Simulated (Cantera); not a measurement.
A perfectly stirred reactor is fed with CH3OH : O2 : N2 = 1 : 2.34 : 8.81 (molar parts), equivalence ratio 0.64, at 12.8 atm; it is adiabatic with a 325 K inlet, and is followed from long to short residence time, starting on the burning branch (τ in s: 0.24, 0.079, 0.026, 0.0085, 0.0028, 0.00092, 0.0003, 9.9e-05, 3.2e-05, 1.1e-05, 3.5e-06).

Detailed kinetics in Cantera: GRI-Mech 3.0 (53 species, 325 reactions). GRI-Mech 3.0 was tuned for natural gas; its chemistry of methanol as a main component is partial and can be far from experiment. The pressure lies above the range GRI-Mech 3.0 was tuned for (to about 10 atm).

One state of this run: T (K) = 1786; x CH3OH = 4.98e-5; x O2 = 0.0676; x H2O = 0.157; x CH4 = 1.78e-7; x HCO = 3.53e-7. x: mole fraction; the columns are a selection and need not sum to one.

Problem. Which value of τ (s) does it belong to?
(A) 0.24
(B) 0.00092
(C) 1.1e-5
(D) 0.079

Solution. B, 0.00092
